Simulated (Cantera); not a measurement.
Standard-state values (1 bar) from the NASA 1993 polynomials, evaluated with Cantera. Values are per mole of reaction as written; species without (g) are pure solids or liquids, kept so even where they would boil at 1 bar.

2 HF(g) + Ca(g) ⇌ 2 H(g) + CaF2, with ΔH° = -422.5 kJ and ΔS° = -204.2 J/K at 300 K.

Problem. How far is the shortcut ΔG° ≈ ΔH°(300 K) − T·ΔS°(300 K) from the full temperature-dependent value at 1350, 1450, 1550, 1650, 1750, 1850, 1950, 2050 K?

Solution. 
```tsv
T (K)	shortcut (kJ)	full (kJ)	difference (kJ)	difference in log10 K	condensed phases
1350	-146.8	-185.9	39.1	-1.51	CaF2(s)
1450	-126.4	-172.3	45.9	-1.65	CaF2(s)
1550	-106.0	-159.5	53.5	-1.80	CaF2(s)
1650	-85.5	-147.1	61.6	-1.95	CaF2(s)
1750	-65.1	-136.3	71.2	-2.12	CaF2(l)
1850	-44.7	-126.5	81.8	-2.31	CaF2(l)
1950	-24.3	-117.0	92.7	-2.48	CaF2(l)
2050	-3.8	-107.8	103.9	-2.65	CaF2(l)
```
The shortcut ignores heat capacities and the phase changes listed.
